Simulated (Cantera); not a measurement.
Thermodynamics of fluorocarbon and chlorocarbon gases, feed CH₃F + H₂

Input: 1 mol CH₃F, 0.24 mol H₂, at 10.0 mbar.

Cantera equilibrium calculation (NASA polynomials, part measured and part estimated; ideal gas, pure solids and liquids). Candidate condensed phases: C, C₆H₆, C₇H₈, C₈H₁₈; 110 gas species. Ions and electrons are included (thermal ionisation). The numbers say what is thermodynamically allowed, not how fast it happens.

```csv
T (°C),log p H,log p H₂,log p HF,log p F,log p C,log p C₃,log p C₂,n C(graphite)
2227,-2.79,-2.37,-2.39,-5.48,-6.78,-6.30,-7.34,0.976
2727,-2.28,-2.95,-2.53,-4.06,-4.30,-3.51,-4.50,0.559
3227,-2.20,-3.94,-2.90,-3.03,-3.16,-3.44,-3.75,0
3727,-2.20,-4.80,-3.76,-2.77,-2.78,-4.80,-4.13,0
4227,-2.20,-5.47,-4.60,-2.74,-2.74,-6.64,-4.95,0
4727,-2.20,-6.01,-5.30,-2.74,-2.74,-8.19,-5.66,0
```
log p: log10 of the partial pressure in bar; n: condensed amount in mol.

From 2227 °C to 2727 °C the condensed part is C(graphite). From 3227 °C to 4727 °C nothing is condensed. The main C-bearing gas is C₂H₂ (acetylene) at 2227 °C and C at 4727 °C.
